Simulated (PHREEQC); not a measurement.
**Polishing slurry liquid (model solution)**

Dissolve 2 mmol/kgw K2CO3 and 6.4 mmol/kgw CuSO4 at 25 °C. Closed to the air; pH follows from the charge balance.

All values are PHREEQC results (ion-association model, wateq4f.dat), not measurements.

```json
{
 "pH": "6.34",
 "ionic_strength": "0.0202 mol/kgw",
 "total_alkalinity": "4.00 meq/kg"
}
```

| species | molality | activity | log γ |
|---|---|---|---|
| SO4-2 | 0.00534 | 0.00310 | -0.236 |
| K+ | 0.00392 | 0.00340 | -0.062 |
| Cu+2 | 0.00260 | 0.00154 | -0.226 |
| CuSO4 | 0.000974 | 0.000978 | 0.002 |
| Cu2(OH)2+2 | 0.000872 | 0.000500 | -0.241 |
| HCO3- | 0.000586 | 0.000513 | -0.058 |
| CO2 | 0.000524 | 0.000526 | 0.002 |
| CuHCO3+ | 0.000456 | 0.000397 | -0.060 |
| CuCO3 | 0.000434 | 0.000436 | 0.002 |
| Cu(OH)2 | 0.000154 | 0.000155 | 0.002 |
| KSO4- | 8.46e-5 | 7.40e-5 | -0.058 |
| CuOH+ | 3.89e-5 | 3.38e-5 | -0.061 |
| H+ | 5.14e-7 | 4.57e-7 | -0.051 |

No solid was allowed to form. Saturation is exceeded, for instance for Malachite, Brochantite; the values hold only as long as no solid forms. Complexes and solids missing from the database can't appear.
